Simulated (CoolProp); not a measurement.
n-perfluorohexane along the isotherm 352.1 K: density (kg/m³) from the reference equation and from simpler models built on Tc = 448.0 K, pc = 17.42 bar, ω = 0.497; each cubic takes its own stable root.

Values from CoolProp's reference Helmholtz-energy equation of state, Gao 2022.

```json
[
 {"p (bar)": "1.74", "phase": "gas", "reference": "22.03", "van der Waals": "21.26", "Redlich-Kwong": "21.63", "Soave-Redlich-Kwong": "21.95", "Peng-Robinson": "22.06"},
 {"p (bar)": "3.48", "phase": "liquid", "reference": "1507", "van der Waals": "45.52", "Redlich-Kwong": "[?]", "Soave-Redlich-Kwong": "1287", "Peng-Robinson": "1459"},
 {"p (bar)": "5.22", "phase": "liquid", "reference": "1508", "van der Waals": "74.44", "Redlich-Kwong": "1180", "Soave-Redlich-Kwong": "1290", "Peng-Robinson": "1462"},
 {"p (bar)": "6.97", "phase": "liquid", "reference": "1510", "van der Waals": "831.5", "Redlich-Kwong": "1186", "Soave-Redlich-Kwong": "1293", "Peng-Robinson": "1465"},
 {"p (bar)": "8.71", "phase": "liquid", "reference": "1511", "van der Waals": "838.2", "Redlich-Kwong": "1191", "Soave-Redlich-Kwong": "1297", "Peng-Robinson": "1468"},
 {"p (bar)": "10.4", "phase": "liquid", "reference": "1513", "van der Waals": "844.3", "Redlich-Kwong": "1196", "Soave-Redlich-Kwong": "1299", "Peng-Robinson": "1471"},
 {"p (bar)": "12.2", "phase": "liquid", "reference": "1515", "van der Waals": "850.3", "Redlich-Kwong": "1201", "Soave-Redlich-Kwong": "1303", "Peng-Robinson": "1474"},
 {"p (bar)": "13.9", "phase": "liquid", "reference": "1516", "van der Waals": "855.7", "Redlich-Kwong": "1206", "Soave-Redlich-Kwong": "1305", "Peng-Robinson": "1477"},
 {"p (bar)": "15.7", "phase": "liquid", "reference": "1518", "van der Waals": "861.1", "Redlich-Kwong": "1211", "Soave-Redlich-Kwong": "1308", "Peng-Robinson": "1480"},
 {"p (bar)": "17.4", "phase": "liquid", "reference": "1519", "van der Waals": "865.9", "Redlich-Kwong": "1216", "Soave-Redlich-Kwong": "1311", "Peng-Robinson": "1482"},
 {"p (bar)": "19.2", "phase": "liquid", "reference": "1521", "van der Waals": "870.7", "Redlich-Kwong": "1220", "Soave-Redlich-Kwong": "1314", "Peng-Robinson": "1485"},
 {"p (bar)": "20.9", "phase": "liquid", "reference": "1522", "van der Waals": "875.1", "Redlich-Kwong": "1224", "Soave-Redlich-Kwong": "1317", "Peng-Robinson": "1488"},
 {"p (bar)": "22.6", "phase": "liquid", "reference": "1523", "van der Waals": "879.3", "Redlich-Kwong": "1229", "Soave-Redlich-Kwong": "1319", "Peng-Robinson": "1490"},
 {"p (bar)": "24.4", "phase": "liquid", "reference": "1525", "van der Waals": "[?]", "Redlich-Kwong": "1233", "Soave-Redlich-Kwong": "1322", "Peng-Robinson": "1493"},
 {"p (bar)": "26.1", "phase": "liquid", "reference": "1526", "van der Waals": "[?]", "Redlich-Kwong": "1237", "Soave-Redlich-Kwong": "1324", "Peng-Robinson": "1496"}
]
```

Task: Complete the blanks.

Result: 
- 3.48, Redlich-Kwong: 47.43
- 24.4, van der Waals: 883.5
- 26.1, van der Waals: 887.3

At some of these states van der Waals, Redlich-Kwong gives the other phase, because its saturation line lies elsewhere.
